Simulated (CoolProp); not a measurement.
Carbon dioxide along the isotherm 230.9 K: density (kg/m³) from the reference equation and from simpler models built on Tc = 304.1 K, pc = 7.377 MPa, ω = 0.224; each cubic takes its own stable root.

Model: reference Helmholtz-energy equation of state, Span 1996, in CoolProp.

```tsv
p (MPa)	phase	reference	Redlich-Kwong	Soave-Redlich-Kwong
0.035	gas	0.8056	0.8052	0.8054
0.0545	gas	1.257	1.256	1.257
0.0848	gas	1.963	1.961	1.962
0.132	gas	3.073	3.067	3.070
0.206	gas	4.840	4.823	4.831
0.32	gas	7.627	7.585	7.605
0.499	gas	12.18	12.07	12.12
0.777	gas	19.76	19.43	19.58
1.21	liquid	1126	32.10	1031
1.88	liquid	1128	994.1	1034
2.93	liquid	1131	999.4	1038
4.56	liquid	1135	1007	1044
7.11	liquid	1141	1019	1053
11.1	liquid	1150	1035	1066
```

At some of these states Redlich-Kwong gives the other phase, because its saturation line lies elsewhere.
